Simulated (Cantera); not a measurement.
Input: 1 mol SiC, 2.7 mol N₂O, 210 mol N₂, equilibrated at 950 K and 13.3 mbar.

These are equilibrium values from Cantera (NASA tables, ideal gas, pure condensed phases), not measurements of a reactor. Candidate condensed phases: C, Si, SiC, SiO₂, Si₂N₂O, Si₃N₄; 34 gas species. The numbers say what is thermodynamically allowed, not how fast it happens.

Problem. What is the equilibrium state?

Solution. 
```
Item                                 Result
--------------------------------  ---------
x(N₂)                                 0.997
x(CO)                               0.00328
n(C(graphite))                    0.300 mol
n(SiO₂(β-quartz))                  1.00 mol
gas amount                        213.4 mol
log10 activity of Si(s) (absent)     -10.37
```
